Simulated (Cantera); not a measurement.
A freely propagating, adiabatic, planar premixed flame of H2 : O2 : N2 = 1 : 0.238 : 0.895 (molar parts), unburnt at 373 K and 0.430 bar; mixture-averaged transport, grid criteria slope 0.08 and curve 0.16, no radiation.

Model: the H2/O2 subset of GRI-Mech 3.0, which has no nitrogen chemistry, integrated in Cantera. Burning velocities carry a grid error of a few per cent, more on coarse grids.

### Question
What does this change do: O2 0.238 to 0.18 parts?

### Answer
```csv
quantity,before,after
laminar burning velocity,383 cm/s,261 cm/s
thermal thickness,1.13 mm,1.24 mm
peak x(H2O2),4.21e-5,3.02e-5
peak x(HO2),0.000241,0.000189
peak x(H),0.0899,0.0555
```
